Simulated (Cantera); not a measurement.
A freely propagating, adiabatic, planar premixed flame of H₂ : O₂ : N₂ : H₂O = 1 : 0.61 : 2.68 : 0.98 (molar parts), equivalence ratio 0.82, unburnt at 525 K and 0.750 bar; mixture-averaged transport, grid criteria slope 0.08 and curve 0.16, no radiation.

Computed with Cantera and the H2/O2 subset of GRI-Mech 3.0, which has no nitrogen chemistry. Burning velocities carry a grid error of a few per cent, more on coarse grids.

### Question
How do the results move with these cheaper or finer settings: unity-Lewis-number transport; multicomponent transport; multicomponent+Soret transport; grid criteria slope 0.5, curve 1; grid criteria slope 0.25, curve 0.5; grid criteria slope 0.03, curve 0.06?

### Answer
```
setting                               laminar burning velocity  thermal thickness  peak x(OH)  peak x(H)  grid points
------------------------------------  ------------------------  -----------------  ----------  ---------  -----------
as above                                              202 cm/s           0.596 mm     0.00718     0.0115          103
unity-Lewis-number transport                          183 cm/s           0.473 mm     0.00800     0.0187          106
multicomponent transport                              204 cm/s           0.595 mm     0.00721     0.0116          103
multicomponent+Soret transport                        187 cm/s           0.598 mm     0.00702     0.0107          103
grid criteria slope 0.5, curve 1                      254 cm/s           0.730 mm     0.00735     0.0127           35
grid criteria slope 0.25, curve 0.5                   213 cm/s           0.627 mm     0.00717     0.0118           47
grid criteria slope 0.03, curve 0.06                  201 cm/s           0.585 mm     0.00723     0.0115          243
```
Unity Lewis numbers drop preferential diffusion, which matters most where H2 and H carry the flame; Soret adds thermal diffusion.
